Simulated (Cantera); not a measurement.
Cantera with NASA thermochemical tables; ideal gases at 1 bar, condensed phases pure. Values are per mole of reaction as written; species without (g) are pure solids or liquids, kept so even where they would boil at 1 bar.

P4O10 + 10 NO(g) ⇌ P4(g) + 10 NO2(g)

```tsv
T (K)	ΔH° (kJ)	ΔS° (J/K)	ΔG° (kJ)	log10 K
548	2477.1	294.8	2315.5	-220.70
573	[?]	[?]	[?]	[?]
598	[?]	[?]	[?]	[?]
623	[?]	[?]	[?]	[?]
648	2466.5	277.2	2286.9	-184.34
673	[?]	[?]	[?]	[?]
```

Question: Fill in the missing entries.

Answer: 
- 573, ΔH° (kJ): 2474.5
- 573, ΔS° (J/K): 290.4
- 573, ΔG° (kJ): 2308.2
- 573, log10 K: -210.41
- 598, ΔH° (kJ): 2472.0
- 598, ΔS° (J/K): 285.9
- 598, ΔG° (kJ): 2301.0
- 598, log10 K: -200.98
- 623, ΔH° (kJ): 2469.3
- 623, ΔS° (J/K): 281.6
- 623, ΔG° (kJ): 2293.9
- 623, log10 K: -192.32
- 673, ΔH° (kJ): 2463.6
- 673, ΔS° (J/K): 272.8
- 673, ΔG° (kJ): 2280.0
- 673, log10 K: -176.96
